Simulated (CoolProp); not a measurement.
The numbers come from the reference Helmholtz-energy equation of state, Lemmon 2013 in CoolProp.

Q: Give the vapour pressure (MPa), liquid viscosity (µPa s), vapour viscosity (µPa s) of saturated propylene at 243.8 K.

A: 
```csv
T (K),p (MPa),liquid viscosity (µPa s),vapour viscosity (µPa s)
243.8,0.217,161,6.87
```

Viscosity comes from a separate model (Huber 2003), an estimate that may be off by 10 % or more.
